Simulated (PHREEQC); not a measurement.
Dissolve 0.00076 mol/kgw NH4Cl, 0.0194 mol/kgw Na2SeO4, 0.00132 mol/kgw Li2SO4 and 0.00036 mol/kgw K2SiO3 at 25 °C. Closed to the air; pH follows from the charge balance.

The numbers come from PHREEQC with the ion-association model, wateq4f.dat.

Precipitation was switched off in this run.

What pH does the model give?

pH 9.64.

In which forms is N present?

NH3 66 %, NH4+ 33 % of the N.

Examples of supersaturated solids here: Quartz (slow to form). Others may be too.
